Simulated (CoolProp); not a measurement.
Chlorine at several states: fugacity coefficient from the reference equation and from simpler models built on Tc = 143.7 °C, pc = 76.42 bar, ω = 0.070; each cubic takes its own stable root.

Model: reference Helmholtz-energy equation of state, Thol 2021, in CoolProp.

```
T (°C)  p (bar)   phase  reference  Redlich-Kwong  Soave-Redlich-Kwong
------  -------  ------  ---------  -------------  -------------------
113.45    0.319     gas     0.9983         0.9982               0.9982
93.35       102  liquid     0.3024         0.3135               0.3067
0.75       25.7  liquid     0.1443         0.1480               0.1467
92.55     0.153     gas     0.9990         0.9990               0.9990
160.85     28.7     gas     0.8966         0.8886               0.8892
```
